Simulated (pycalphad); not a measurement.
All values are pycalphad results on the COST 507 light-alloy database (1999) (1 atm), not direct measurements. These are 1990s assessments: newer ones move some temperatures and phases. Kinetics are ignored, which matters at the lower temperatures.

Question: Which phases does Fe-3 at.% Ti hold at 254 °C, with what compositions and amounts?

Answer: BCC_A2 with 0.09 at.% Ti and LAVES_C14 with 33.3 at.% Ti. The lever rule gives (3 − 0.1)/(33.3 − 0.1) = 0.09 of LAVES_C14 and 0.91 of BCC_A2.

Question: Which phases does Fe-80 at.% Ti hold at 529 °C, with what compositions and amounts?

Answer: FETI with 50.0 at.% Ti and HCP_A3 with 99.96 at.% Ti. The lever rule gives (80 − 50.0)/(100.0 − 50.0) = 0.60 of HCP_A3 and 0.40 of FETI.

Question: Which phases does Fe-40 at.% Ti hold at 419 °C, with what compositions and amounts?

Answer: LAVES_C14 with 34.4 at.% Ti and FETI with 50.0 at.% Ti. The lever rule gives (40 − 34.4)/(50.0 − 34.4) = 0.36 of FETI and 0.64 of LAVES_C14.

Question: Which phases does Fe-63 at.% Ti hold at 1052 °C, with what compositions and amounts?

Answer: FETI with 50.0 at.% Ti and BCC_A2 with 77.8 at.% Ti. The lever rule gives (63 − 50.0)/(77.8 − 50.0) = 0.47 of BCC_A2 and 0.53 of FETI.

Database names, with the compositions (at.%) that they take in these runs: LAVES_C14: Fe 63-73 Ti 27-37; FETI: Fe 50 Ti 50. BCC_A2 is bcc; HCP_A3 is hcp.
